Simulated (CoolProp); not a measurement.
Hydrogen chloride along the isotherm 248.8 K: Z from the reference equation and from simpler models built on Tc = 324.7 K, pc = 8314 kPa, ω = 0.130; each cubic takes its own stable root.

The numbers come from the reference Helmholtz-energy equation of state, Thol 2018 in CoolProp.

```
p (kPa)   phase  reference  Redlich-Kwong  Soave-Redlich-Kwong  Peng-Robinson
-------  ------  ---------  -------------  -------------------  -------------
378         gas     0.9584     (withheld)               0.9652         0.9630
756         gas     0.9132         0.9308           (withheld)         0.9239
1130        gas     0.8638         0.8931               0.8888     (withheld)
1510     liquid    0.02619     (withheld)              0.03038        0.02679
1890     liquid    0.03275        0.03873              0.03796        0.03348
2270     liquid    0.03929     (withheld)              0.04552        0.04015
2650     liquid    0.04581        0.05411           (withheld)        0.04681
3020     liquid    0.05215        0.06155              0.06037        0.05327
3400     liquid    0.05865        0.06918              0.06786        0.05989
3780     liquid    0.06513        0.07677              0.07533        0.06650
4160     liquid    0.07160     (withheld)              0.08277     (withheld)
```

Fill in the missing entries.


- 378, Redlich-Kwong: 0.9664
- 756, Soave-Redlich-Kwong: 0.9282
- 1130, Peng-Robinson: 0.8824
- 1510, Redlich-Kwong: 0.03100
- 2270, Redlich-Kwong: 0.04643
- 2650, Soave-Redlich-Kwong: 0.05305
- 4160, Redlich-Kwong: 0.08435
- 4160, Peng-Robinson: 0.07309
